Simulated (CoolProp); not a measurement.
Vapour-liquid equilibrium of acetone (1) + n-nonane (2) at 429.8 K; x and y are mole fractions of (1).

Computed with CoolProp (multi-fluid Helmholtz-energy mixture model, Lemmon 2006 and Lemmon 2006; pair parameters Bell 2016).

Give the bubble pressure and the first vapour's composition at x = 0.35, 0.8, 0.95. Is there an azeotrope?

x = 0.35: 6.894 bar, y = 0.840; x = 0.8: 10.86 bar, y = 0.941; x = 0.95: 12.41 bar, y = 0.983. No azeotrope shows between x = 0.05 and 0.95.

Pair parameters are fitted to limited data, so mixtures are less certain than the pure fluids.
